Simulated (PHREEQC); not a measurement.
Leach liquor: an equilibrium model

Make-up at 60 °C: 0.19 mol HCl, 0.0049 mol ZnSO4 and 5e-05 mol MnSO4 per kg of water. Closed to the air; pH follows from the charge balance.

Model: ion-association model, phreeqc.dat, run in PHREEQC.

| Quantity | Value |
|---|---|
| pH | 0.83 |
| ionic strength | 0.197 mol/kgw |
| activity of water | 0.993 |
| specific conductance | 118000 µS/cm |
| density | 0.987 g/cm³ |
| total alkalinity | -190 meq/kg |

```json
[
 {"species": "Cl-", "molality": "0.188", "activity": "0.132", "log γ": "-0.154"},
 {"species": "H+", "molality": "0.185", "activity": "0.146", "log γ": "-0.104"},
 {"species": "HSO4-", "molality": "0.00456", "activity": "0.00334", "log γ": "-0.135"},
 {"species": "Zn+2", "molality": "0.00298", "activity": "0.000830", "log γ": "-0.556"},
 {"species": "ZnCl+", "molality": "0.00166", "activity": "0.00117", "log γ": "-0.152"},
 {"species": "SO4-2", "molality": "0.000366", "activity": "9.98e-5", "log γ": "-0.564"},
 {"species": "ZnCl2", "molality": "0.000175", "activity": "0.000183", "log γ": "0.020"},
 {"species": "ZnCl3-", "molality": "4.64e-5", "activity": "3.27e-5", "log γ": "-0.152"},
 {"species": "Mn+2", "molality": "4.01e-5", "activity": "1.23e-5", "log γ": "-0.512"},
 {"species": "ZnSO4", "molality": "2.36e-5", "activity": "2.47e-5", "log γ": "0.020"},
 {"species": "ZnCl4-2", "molality": "9.95e-6", "activity": "2.77e-6", "log γ": "-0.556"},
 {"species": "MnCl+", "molality": "9.11e-6", "activity": "6.62e-6", "log γ": "-0.139"},
 {"species": "MnSO4", "molality": "3.80e-7", "activity": "3.98e-7", "log γ": "0.020"}
]
```

No solid was allowed to form. At this temperature some constants are extrapolated from 25 °C, and those without enthalpy data are left unchanged.
